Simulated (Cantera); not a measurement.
What does this Cantera script print?

```python
import numpy as np
import cantera as ct

gas = ct.Solution("gri30.yaml")
gas.TPX = 1800, 500000, {'CH4': 1, 'CO': 0.45, 'O2': 5.3, 'N2': 19.9}
reactor = ct.IdealGasReactor(gas, energy="on", clone=False)
net = ct.ReactorNet([reactor])
net.rtol, net.atol = 1e-08, 1e-16
show = ['CH4', 'CO', 'O2', 'H2O', 'OH', 'CH2O', 'N2O']
times = np.geomspace(9e-06, 1, 14)

steps = ct.SolutionArray(gas, extra=["t"])
rows = []
print(f"{'t/s':>10s}{'T/K':>9s}{'P/Pa':>11s}" + "".join(f"{s:>11s}" for s in show))
for t in times:
    while net.time < t:
        t_next = net.step()
        steps.append(gas.state, t=t_next)
    rows.append([np.interp(t, steps.t, y) for y in (steps.T, steps.P, *steps(*show).X.T)])
    print(f"{t:10.3e}{rows[-1][0]:9.1f}{rows[-1][1]:11.4g}" + "".join(f"{x:11.3e}" for x in rows[-1][2:]))
rate = np.gradient(steps.T, steps.t)
print("integrator steps:", len(steps.t))
if steps.T.max() > steps.T[0] + 200:
    print(f"time of steepest temperature rise: {steps.t[rate.argmax()]:.4e} s")
gas.TPX = 1800, 500000, {'CH4': 1, 'CO': 0.45, 'O2': 5.3, 'N2': 19.9}
gas.equilibrate("UV")
print(f"equilibrium (UV): T = {gas.T:.1f} K  " + "  ".join(f"{s} {gas[s].X[0]:.3e}" for s in show))
```

Output:

```
       t/s      T/K       P/Pa        CH4         CO         O2        H2O         OH       CH2O        N2O
 9.000e-06   1800.3  5.002e+05  3.690e-02  1.688e-02  1.985e-01  3.421e-04  1.082e-05  1.625e-04  3.719e-09
 2.200e-05   1900.5  5.306e+05  2.411e-02  2.166e-02  1.862e-01  1.297e-02  3.851e-04  2.317e-03  7.396e-08
 5.377e-05   2750.5  7.657e+05  1.280e-17  6.604e-03  1.129e-01  6.678e-02  1.258e-02  2.670e-11  3.125e-06
 1.314e-04   2748.8   7.65e+05  1.212e-17  6.369e-03  1.117e-01  6.697e-02  1.235e-02  2.544e-11  3.116e-06
 3.212e-04   2739.8  7.622e+05  1.133e-17  6.217e-03  1.094e-01  6.720e-02  1.203e-02  2.423e-11  3.117e-06
 7.851e-04   2726.4  7.581e+05  1.023e-17  5.997e-03  1.059e-01  6.753e-02  1.157e-02  2.253e-11  3.172e-06
 1.919e-03   2716.4  7.551e+05  9.455e-18  5.835e-03  1.034e-01  6.778e-02  1.123e-02  2.133e-11  3.249e-06
 4.690e-03   2714.4  7.545e+05  9.308e-18  5.804e-03  1.029e-01  6.782e-02  1.116e-02  2.110e-11  3.268e-06
 1.146e-02   2714.4  7.545e+05  9.306e-18  5.803e-03  1.029e-01  6.782e-02  1.116e-02  2.109e-11  3.268e-06
 2.802e-02   2714.4  7.545e+05  9.306e-18  5.803e-03  1.029e-01  6.782e-02  1.116e-02  2.109e-11  3.268e-06
 6.848e-02   2714.4  7.545e+05  9.306e-18  5.803e-03  1.029e-01  6.782e-02  1.116e-02  2.109e-11  3.268e-06
 1.674e-01   2714.4  7.545e+05  9.306e-18  5.803e-03  1.029e-01  6.782e-02  1.116e-02  2.109e-11  3.268e-06
 4.091e-01   2714.4  7.545e+05  9.306e-18  5.803e-03  1.029e-01  6.782e-02  1.116e-02  2.109e-11  3.268e-06
 1.000e+00   2714.4  7.545e+05  9.306e-18  5.803e-03  1.029e-01  6.782e-02  1.116e-02  2.109e-11  3.268e-06
integrator steps: 1584
time of steepest temperature rise: 2.4719e-05 s
equilibrium (UV): T = 2714.4 K  CH4 1.356e-17  CO 5.803e-03  O2 1.029e-01  H2O 6.782e-02  OH 1.116e-02  CH2O 2.109e-11  N2O 3.268e-06
```

Detailed kinetics in Cantera: GRI-Mech 3.0 (53 species, 325 reactions).
